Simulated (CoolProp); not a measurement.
Acetone along the isotherm 494.9 K: Z from the reference equation and from simpler models built on Tc = 508.1 K, pc = 46.92 bar, ω = 0.307; each cubic takes its own stable root.

Values from CoolProp's reference Helmholtz-energy equation of state, Lemmon 2006. It is a short technical equation, of lower accuracy than the large ones.

```json
[
 {"p (bar)": "23.5", "phase": "gas", "reference": "0.7465", "van der Waals": "0.8116", "Soave-Redlich-Kwong": "0.7801", "Peng-Robinson": "0.7617"},
 {"p (bar)": "46.9", "phase": "liquid", "reference": "…", "van der Waals": "0.2625", "Soave-Redlich-Kwong": "0.2010", "Peng-Robinson": "0.1798"},
 {"p (bar)": "70.4", "phase": "liquid", "reference": "0.1967", "van der Waals": "0.3409", "Soave-Redlich-Kwong": "0.2675", "Peng-Robinson": "0.2394"},
 {"p (bar)": "93.8", "phase": "liquid", "reference": "0.2513", "van der Waals": "0.4262", "Soave-Redlich-Kwong": "0.3342", "Peng-Robinson": "0.2991"},
 {"p (bar)": "117", "phase": "liquid", "reference": "0.3042", "van der Waals": "0.5100", "Soave-Redlich-Kwong": "0.3985", "Peng-Robinson": "0.3568"},
 {"p (bar)": "141", "phase": "liquid", "reference": "0.3578", "van der Waals": "…", "Soave-Redlich-Kwong": "0.4635", "Peng-Robinson": "0.4150"},
 {"p (bar)": "164", "phase": "liquid", "reference": "0.4082", "van der Waals": "0.6755", "Soave-Redlich-Kwong": "0.5243", "Peng-Robinson": "…"},
 {"p (bar)": "188", "phase": "liquid", "reference": "0.4599", "van der Waals": "0.7580", "Soave-Redlich-Kwong": "0.5865", "Peng-Robinson": "0.5254"},
 {"p (bar)": "211", "phase": "liquid", "reference": "0.5088", "van der Waals": "0.8361", "Soave-Redlich-Kwong": "0.6450", "Peng-Robinson": "0.5780"},
 {"p (bar)": "235", "phase": "liquid", "reference": "0.5590", "van der Waals": "0.9166", "Soave-Redlich-Kwong": "0.7052", "Peng-Robinson": "0.6321"}
]
```

Q: Some entries are withheld; supply them.

A: 
- 46.9, reference: 0.1412
- 141, van der Waals: 0.5952
- 164, Peng-Robinson: 0.4696
